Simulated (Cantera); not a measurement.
Cantera run:

```python
import numpy as np
import cantera as ct

gas_names = [...]  # 136 gases of nasa_gas.yaml made of C, H, N, O
cond_names = """
    C(gr) C6H6(L) C7H8(L) C8H18(L),n-octa H2O(s) H2O(L)
""".split()


# ... load() reads the species with a 1 bar reference pressure and builds the phases ...
atoms = {
    'C3H6': {'C': 3, 'H': 6},
    'O2': {'O': 2},
    'N2': {'N': 2},
}
top_T = {'C(gr)': 4500}  # K; cautious upper limits of use, not melting points


# ... equilibrate(T, P, feed) seeds the gas with the atoms and calls Mixture.equilibrate('TP', solver="vcs", rtol=1e-11, max_steps=5000) ...
results = []
feed = {'C3H6': 1, 'O2': 0.0091, 'N2': 4.5}  # mol
P = 100000  # Pa
for T in [2175, 2275, 2375, 2475, 2575, 2675, 2775, 2875, 2975]:
    mix = equilibrate(T, P, feed)
    results.append((T, P, feed, dict(zip(mix.species_names, mix.species_moles))))

top = {s: max(r[3][s] / sum(r[3][g] for g in gas_names) for r in results) for s in gas_names}
cols = sorted((s for s in top if top[s] > 1e-06), key=lambda s: -top[s])[:9]
seen = [c for c in cond_names if any(r[3].get(c, 0) > 1e-12 for r in results)]
print("log10 of partial pressures in bar; condensed amounts in mol")
print(f"{'T/K':>10s}" + "".join(f"{s[:9]:>10s}" for s in cols + seen))
for T, P, feed, n in results:
    ng = sum(n[g] for g in gas_names)
    print(f"{T:10.4g}" + "".join(f"{np.log10(max(n[s] / ng * P / 1e5, 1e-99)):10.3f}" for s in cols)
          + "".join(f"{n.get(c, 0):10.4g}" for c in seen))
```

Output:

```
log10 of partial pressures in bar; condensed amounts in mol
       T/K        N2        H2         H       HCN C2H2,acet       HNC        CO        CN       C2H     C(gr)
      2175    -0.229    -0.410    -2.517    -1.876    -3.062    -2.995    -2.617    -5.451    -6.659      2.86
      2275    -0.231    -0.416    -2.279    -1.742    -2.835    -2.798    -2.617    -4.996    -6.071     2.811
      2375    -0.234    -0.423    -2.062    -1.622    -2.630    -2.619    -2.618    -4.579    -5.535     2.747
      2475    -0.239    -0.433    -1.864    -1.513    -2.445    -2.457    -2.619    -4.197    -5.044     2.667
      2575    -0.244    -0.447    -1.684    -1.416    -2.279    -2.311    -2.621    -3.846    -4.593     2.569
      2675    -0.250    -0.464    -1.519    -1.330    -2.131    -2.179    -2.623    -3.522    -4.180     2.453
      2775    -0.257    -0.486    -1.369    -1.253    -2.000    -2.061    -2.626    -3.223    -3.799     2.317
      2875    -0.266    -0.514    -1.233    -1.187    -1.885    -1.956    -2.629    -2.946    -3.450      2.16
      2975    -0.277    -0.548    -1.109    -1.130    -1.786    -1.863    -2.634    -2.688    -3.128     1.982
```

These are equilibrium values from Cantera (NASA tables, ideal gas, pure condensed phases), not measurements of a reactor.
